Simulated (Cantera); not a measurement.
**Thermodynamics of silicon oxide and oxynitride deposition, feed SiF4 + NO + H2**

Charge: 1 mol SiF4, 1.1 mol NO, 1.7 mol H2, equilibrated at 848 K and 0.000830 bar.

These are equilibrium values from Cantera (NASA tables, ideal gas, pure condensed phases), not measurements of a reactor. Candidate condensed phases: H2O, Si, SiO2, Si2N2O, Si3N4; 58 gas species. The numbers say what is thermodynamically allowed, not how fast it happens.

| Quantity | Value |
|---|---|
| x(HF) | 0.428 |
| x(SiF4) | 0.168 |
| x(H2) | 0.165 |
| x(N2) | 0.151 |
| x(H2O) | 0.0880 |
| n(SiO2(β-quartz)) | 0.390 mol |
| gas amount | 3.640 mol |
| log10 activity of Si(s) (absent) | -21.33 |
